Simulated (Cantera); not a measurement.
Charge: 1 mol n-butane, 0.0078 mol O2, 0.23 mol N2, held at 3023 K and 1.00 Torr.

Equilibrium computed with Cantera from the NASA thermochemical tables; the gas is ideal and each condensed phase is pure. Candidate condensed phases: C, C6H6, C7H8, C8H18, H2O; 136 gas species. Kinetics and transport are ignored.

Base state: H 0.804, C3 0.0877, C 0.0314, H2 0.0300, N2 0.0143, C2 0.0135, CN 0.00809, C2H 0.00420 (mole fractions); condensed: gas only.

What changes in the equilibrium state with this change: pressure from 1.00 Torr to 10.0 Torr?


```tsv
species	before	after
H	0.804	0.683
H2	0.0300	0.217
C3	0.0877	0.0298
C2H2 (acetylene)	0.000883	0.0144
C	0.0314	0.00472
HCN	0.00287	0.0127
C2	0.0135	0.00305
N2	0.0143	0.0172
C6H2	1.41e-7	1.18e-5
C4H2	1.08e-5	0.000400
C2H2 (vinylidene)	2.93e-6	4.79e-5
C(graphite), mol	0	2.53
```
